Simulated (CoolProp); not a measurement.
Toluene along the isotherm 620 K: density (kg/m³) from the reference equation and from simpler models built on Tc = 591.7 K, pc = 4126 kPa, ω = 0.266; each cubic takes its own stable root.

Computed with CoolProp (reference Helmholtz-energy equation of state, Lemmon 2006). It is a short technical equation, of lower accuracy than the large ones.

| p (kPa) | phase | reference |
|---|---|---|
| 688 | gas | 13.00 |
| 1380 | gas | 27.78 |
| 2060 | gas | 44.54 |
| 2750 | gas | 64.78 |
| 3440 | gas | 90.02 |
| 4130 | supercritical | 123.9 |
| 4810 | supercritical | 175.1 |
| 5500 | supercritical | 277.7 |
| 6190 | supercritical | 374.1 |
| 6880 | supercritical | 415.4 |
| 7560 | supercritical | 439.9 |
| 8250 | supercritical | 457.8 |
| 8940 | supercritical | 471.9 |
| 9630 | supercritical | 483.5 |
| 10300 | supercritical | 493.3 |

### Question
How far does each simpler model (ideal gas, van der Waals, Soave-Redlich-Kwong, Peng-Robinson) lie from the reference over these 15 states: mean and median of the absolute difference, and the worst?

### Answer
- ideal gas: mean 47.8 %, median 62.7 %, worst -70.4 % at 620 K and 6190 kPa
- van der Waals: mean 13.9 %, median 7.3 %, worst -27.3 % at 620 K and 10300 kPa
- Soave-Redlich-Kwong: mean 10.6 %, median 14.3 %, worst -20.3 % at 620 K and 6190 kPa
- Peng-Robinson: mean 5.4 %, median 6.7 %, worst -13.9 % at 620 K and 6190 kPa
